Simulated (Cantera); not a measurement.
Charge: 1 mol ZrO2, 6.1 mol H2, 0.9 mol H2O, held at 1275 K and 3000 Torr.

Method: chemical equilibrium by Gibbs-energy minimisation in Cantera with the NASA 1993 tables (ideal gas, pure condensed phases). Candidate condensed phases: H2O, Zr, ZrO2; 12 gas species. Rates play no part.

Base state: H2 0.871, H2O 0.129 (mole fractions); condensed: ZrO2(monoclinic).

Task: What changes in the equilibrium state with this change: temperature from 1275 K to 2148.15 K?

Result: 
```json
[
 {"species": "H2", "before": "0.871", "after": "0.870"},
 {"species": "H2O", "before": "0.129", "after": "0.128"},
 {"species": "H", "before": "3.44e-7", "after": "0.00195"},
 {"species": "OH", "before": "<1e-9", "after": "3.70e-5"},
 {"species": "ZrO2(monoclinic), mol", "before": "1.00", "after": "0"},
 {"species": "ZrO2(tetragonal), mol", "before": "0", "after": "1.00"}
]
```
